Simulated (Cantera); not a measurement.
Charge: 1 mol CCl4, 1.9 mol F2, 8.4 mol H2, at 16.0 Pa.

Method: chemical equilibrium by Gibbs-energy minimisation in Cantera with the NASA 1993 tables (ideal gas, pure condensed phases). Candidate condensed phases: C, C6H6, C7H8, C8H18; 118 gas species. Rates play no part.

Question: At 1025 °C, list the 5 most abundant gas species with their mole fractions, and the condensed phases.

Answer: H2 0.366, HCl 0.325, HF 0.309, H 5.12e-5, Cl 3.84e-5. Condensed: C(graphite).
